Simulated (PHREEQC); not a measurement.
Buffer: speciation

Consider water at 20 °C with 0.1 mol/kgw H3PO4 and 0.00042 mol/kgw Na2CO3. Closed to the air; pH follows from the charge balance.

Model: ion-association model, phreeqc.dat, run in PHREEQC.

Each row changes one thing in this solution. No solid was allowed to form.

```tsv
case	pH	ionic strength (mol/kgw)	HCO3- (mol/kgw)
as made	1.64	0.0269	8.86e-9
temperature from 20 to 15 °C	1.63	0.0276	7.93e-9
diluted 100-fold with water	3.06	0.000897	2.09e-9
H3PO4 from 0.1 to 0.01 mol/kgw	2.31	0.00614	3.84e-8
temperature from 20 to 5 °C	1.60	0.0292	6.00e-9
H3PO4 left out	10.42	0.00107	0.000187
```

Species that the database lacks are ignored. Away from 25 °C the constants follow the database's enthalpies or fits; those with neither stay at their 25 °C values.
